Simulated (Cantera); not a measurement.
Feed: 1 mol CuO, 0.98 mol C, 0.025 mol CO, at 2275 K.

Method: chemical equilibrium by Gibbs-energy minimisation in Cantera with the NASA 1993 tables (ideal gas, pure condensed phases). Candidate condensed phases: C, Cu, CuO, Cu₂O; 15 gas species. Rates play no part.

log p: log10 of the partial pressure in bar; n: condensed amount in mol.

```
P (Pa)     log p CO    log p Cu   log p CO₂  log p O   log p Cu₂  log p O₂  n Cu(l)
-------  ----------  ----------  ----------  -------  ----------  --------  -------
10            -4.31       -4.30       -6.28    -6.35       -9.25     -7.96        0
36            -3.75       -3.75       -5.55    -6.17       -8.13     -7.60        0
130           -3.19       -3.19       -4.92    -6.09       -7.01     -7.45        0
460           -2.65       -2.64       -4.35    -6.07       -5.92     -7.41        0
1700     (withheld)  (withheld)  (withheld)    -6.07  (withheld)     -7.40        0
6000     (withheld)  (withheld)  (withheld)    -6.06  (withheld)     -7.39        0
22000         -0.76       -1.39       -2.45    -6.06       -3.43     -7.39    0.770
77000         -0.15       -1.39       -1.84    -6.06       -3.43     -7.39    0.943
280000         0.43       -1.39       -1.26    -6.06       -3.43     -7.39    0.985
1000000        0.99       -1.39       -0.70    -6.06       -3.43     -7.39    0.996
```

Problem. Complete the blanks.

Solution. 
- 6000, log p CO: -1.53
- 6000, log p Cu: -1.53
- 6000, log p CO₂: -3.22
- 6000, log p Cu₂: -3.69
- 1700, log p CO: -2.08
- 1700, log p Cu: -2.07
- 1700, log p CO₂: -3.77
- 1700, log p Cu₂: -4.78
